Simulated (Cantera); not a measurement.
# Equilibrium for hydrogen reduction and annealing atmospheres: ZrO2 + H2

Feed: 1 mol ZrO2, 2.1 mol H2, equilibrated at 0.00560 bar.

Cantera equilibrium calculation (NASA polynomials, part measured and part estimated; ideal gas, pure solids and liquids). Candidate condensed phases: H2O, Zr, ZrO2; 12 gas species. The numbers say what is thermodynamically allowed, not how fast it happens.

```tsv
T (K)	log p H2	log p H	log p H2O	log p ZrO	n ZrO2(monoclinic)	n ZrO2(tetragonal)
1448	-2.25	-6.16	-11.11	-13.43	1.00	0
1523	-2.25	-5.76	-10.59	-12.33	0	1.00
1598	-2.25	-5.40	-10.13	-11.33	0	1.00
1673	-2.25	-5.07	-9.70	-10.43	0	1.00
1748	-2.25	-4.77	-9.31	-9.60	0	1.00
1823	-2.25	-4.49	-8.88	-8.92	0	1.00
1898	-2.26	-4.24	-8.38	-8.40	0	1.000
1973	-2.26	-4.00	-7.91	-7.93	0	1.000
2048	-2.26	-3.78	-7.48	-7.49	0	1.000
2123	-2.27	-3.58	-7.08	-7.09	0	1.000
2198	-2.28	-3.40	-6.71	-6.71	0	1.000
```
log p: log10 of the partial pressure in bar; n: condensed amount in mol.

At 1448 K the condensed part is ZrO2(monoclinic). From 1523 K to 2198 K the condensed part is ZrO2(tetragonal).
